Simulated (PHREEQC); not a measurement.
Alkaline etch or developer: an equilibrium model

Dissolve 0.00017 mol/kgw NaOH, 2.5e-06 mol/kgw H4SiO4 and 3.5e-05 mol/kgw (CH3)4NCl at 20 °C. Closed to the air; pH follows from the charge balance.

Equilibrium calculation in PHREEQC: ion-association model, wateq4f.dat.

| Item | Result |
|---|---|
| pH | 10.39 |
| ionic strength | 0.000205 mol/kgw |
| total alkalinity | 0.170 meq/kg |

```json
[
 {"species": "Na+", "molality": "0.000170", "activity": "0.000167", "log γ": "-0.007"},
 {"species": "OH-", "molality": "0.000168", "activity": "0.000165", "log γ": "-0.007"},
 {"species": "Cl-", "molality": "3.50e-5", "activity": "3.44e-5", "log γ": "-0.007"},
 {"species": "(CH3)4N+", "molality": "3.50e-5", "activity": "3.44e-5", "log γ": "-0.007"},
 {"species": "H3SiO4-", "molality": "1.88e-6", "activity": "1.85e-6", "log γ": "-0.007"},
 {"species": "H4SiO4", "molality": "6.17e-7", "activity": "6.17e-7", "log γ": "0.000"},
 {"species": "H2SiO4-2", "molality": "2.34e-9", "activity": "2.19e-9", "log γ": "-0.028"}
]
```

This is a speciation only: nothing precipitates in the calculation. (CH3)4N+ isn't in the database: it is added as a free cation with an ion size of 4 Å.
